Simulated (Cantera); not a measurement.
Input: 1 mol Si3N4, 4.6 mol N2O, 270 mol N2, equilibrated at 2000 K and 0.520 bar.

Method: chemical equilibrium by Gibbs-energy minimisation in Cantera with the NASA 1993 tables (ideal gas, pure condensed phases). Candidate condensed phases: Si, SiO2, Si2N2O, Si3N4; 16 gas species. The tables hold silica as quartz up to 1696 K and as liquid above; real silica turns to tridymite and cristobalite and melts near 1996 K. Rates play no part.

Base state: N2 0.995, SiO 0.00504 (mole fractions); condensed: SiO2(l).

Problem. What changes in the equilibrium state with this change: Si3N4 replaced by Si?

Solution. 
```json
[
 {"species": "N2", "before": "0.995", "after": "0.995"},
 {"species": "O2", "before": "<1e-9", "after": "0.00408"},
 {"species": "NO", "before": "2.07e-7", "after": "0.00120"},
 {"species": "SiO", "before": "0.00504", "after": "8.67e-7"},
 {"species": "O", "before": "1.02e-8", "after": "5.93e-5"},
 {"species": "SiO2(l), mol", "before": "1.60", "after": "1.000"}
]
```
